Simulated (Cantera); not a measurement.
Input: 1 mol CuO, 7.8 mol H2, 36 mol N2, equilibrated at 1.80 bar.

Equilibrium computed with Cantera from the NASA thermochemical tables; the gas is ideal and each condensed phase is pure. Candidate condensed phases: Cu, CuO, Cu(OH)2, Cu2O, H2O; 27 gas species. Equilibrium is a limit: real reactors are often held back by kinetics, nucleation or transport. All values below are at 1700 K.

Base state: N2 0.822, H2 0.155, H2O 0.0228, Cu 8.82e-5, H 4.33e-5 (mole fractions); condensed: Cu(l).

### Question
What changes in the equilibrium state with this change: pressure from 1.80 bar to 19.0 Pa?

### Answer
```tsv
species	before	after
N2	0.822	0.802
H2	0.155	0.149
Cu	8.82e-5	0.0223
H2O	0.0228	0.0222
OH	3.29e-7	3.18e-5
H	4.33e-5	0.00413
Cu(l), mol	0.996	0
```
